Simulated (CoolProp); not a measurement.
A simple Rankine cycle with R152A: condensing at 314.15 K, boiler at 2.28 MPa, turbine inlet 356.9 K, turbine efficiency 0.9, pump efficiency 0.7, no recuperator. Each further row changes one setting.

Model: reference Helmholtz-energy equation of state, Outcalt 1996, in CoolProp. It is a modified Benedict-Webb-Rubin equation, recast in Helmholtz form.

```
case                             thermal efficiency (%)  net work (kJ/kg)  heat in (kJ/kg)  turbine exit temperature (K)  volume ratio over the turbine
-------------------------------  ----------------------  ----------------  ---------------  ----------------------------  -----------------------------
as stated                                           8.2              22.8              278                         314.1                           2.53
turbine inlet 376.9 K                               8.5              26.7       (withheld)                         334.3                           2.44
condensing temperature 306.15 K              (withheld)              28.7       (withheld)                         306.1                     (withheld)
boiler pressure 1.6 MPa                             5.4              16.2              299                    (withheld)                     (withheld)
turbine efficiency 0.8                       (withheld)              20.0              278                         314.1                           2.55
```

Question: What belongs in the gaps?

Answer: 
- turbine inlet 376.9 K, heat in (kJ/kg): 313
- condensing temperature 306.15 K, thermal efficiency (%): 9.8
- condensing temperature 306.15 K, heat in (kJ/kg): 293
- condensing temperature 306.15 K, volume ratio over the turbine: 3.13
- boiler pressure 1.6 MPa, turbine exit temperature (K): 332.1
- boiler pressure 1.6 MPa, volume ratio over the turbine: 1.70
- turbine efficiency 0.8, thermal efficiency (%): 7.2

The expansion ends wet for: as stated; condensing temperature 306.15 K; turbine efficiency 0.8.
